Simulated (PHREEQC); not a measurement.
Silver or lead bath

Make-up at 60 °C: 0.094 mol AgNO3 per kg of water. It is in equilibrium with CO2 at log p = -1 (atm). Otherwise closed; pH follows from the charge balance.

Model: ion-association model, wateq4f.dat, run in PHREEQC.

The pH comes out as 4.53 and the ionic strength is 0.0916 mol/kgw.

```csv
species,molality,activity,log γ
Ag+,0.0916,0.0708,-0.112
NO3-,0.0916,0.0684,-0.127
AgNO3,0.00243,0.00248,0.009
CO2,0.00161,0.00164,0.009
H+,3.62e-5,2.97e-5,-0.086
HCO3-,3.62e-5,2.83e-5,-0.107
OH-,4.13e-9,3.12e-9,-0.122
AgOH,2.33e-9,2.38e-9,0.009
```

Precipitation was switched off in this run. At this temperature some constants are extrapolated from 25 °C, and those without enthalpy data are left unchanged.
